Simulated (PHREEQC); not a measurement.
Solution (65 °C): 0.01 mol NaH2PO4, 0.0095 mol KOH, 0.0065 mol NaCl and 0.012 mol HNO3 per kg of water. Closed to the air; pH follows from the charge balance.

The numbers come from PHREEQC with the ion-association model, wateq4f.dat.

**Question.** The ionic strength comes out as 0.0270 mol/kgw. What activity coefficients do H+, Cl-, NO3-, K+, HPO4-2 get?

**Answer.** H+ 0.87, Cl- 0.84, NO3- 0.84, K+ 0.84, HPO4-2 0.52.

No solid was allowed to form. Species that the database lacks are ignored. H3PO4, which wateq4f.dat lacks, is added to it with the constant of phreeqc.dat. At this temperature some constants are extrapolated from 25 °C, and those without enthalpy data are left unchanged.
